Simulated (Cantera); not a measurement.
A closed system holds: 1 mol Fe2O3, 0.14 mol H2O, 0.13 mol N2, 0.0032 mol HCl, at 3.40 bar.

Equilibrium computed with Cantera from the NASA thermochemical tables; the gas is ideal and each condensed phase is pure. Candidate condensed phases: Fe, FeCl2, FeCl3, FeO, Fe(OH)2, Fe(OH)3, Fe2O3, Fe3O4, H2O, NH4Cl; 37 gas species. Mutual solubility and eutectic melting of coexisting phases are not modelled. Kinetics and transport are ignored.

log p: log10 of the partial pressure in bar; n: condensed amount in mol.

```csv
T (K),log p H2O,log p N2,log p O2,log p HCl,log p NO,n Fe2O3(s),n Fe3O4(s)
1123,0.24,0.21,-5.83,-1.40,-6.40,1.00,0
1173,0.24,0.21,-5.50,-1.40,-6.05,1.00,0
1223,0.24,0.21,-5.20,-1.40,-5.74,1.00,0
1273,0.24,0.21,-4.92,-1.40,-5.44,1.00,0
1323,0.24,0.21,[?],-1.40,[?],1.000,0
1373,0.24,0.21,-3.78,-1.40,-4.60,1.000,0
1423,0.24,0.21,-3.16,-1.40,-4.17,1.000,0.000233
1473,0.24,0.21,-2.57,-1.40,-3.76,0.999,0.000890
1523,0.24,0.21,-2.03,-1.40,-3.38,0.995,0.00309
1573,0.24,0.20,[?],-1.41,[?],0.985,[?]
1623,0.23,0.20,-1.05,-1.42,-2.70,0.955,0.0301
1673,0.21,0.17,-0.60,-1.44,-2.40,0.868,0.0883
1723,0.15,0.11,-0.18,-1.51,-2.14,0.601,0.266
1773,0.03,0.00,0.11,-1.62,-1.98,0,0.667
```

Question: What belongs in the gaps?

Answer: 
- 1323, log p O2: -4.45
- 1323, log p NO: -5.07
- 1573, log p O2: -1.52
- 1573, log p NO: -3.03
- 1573, n Fe3O4(s): 0.00994
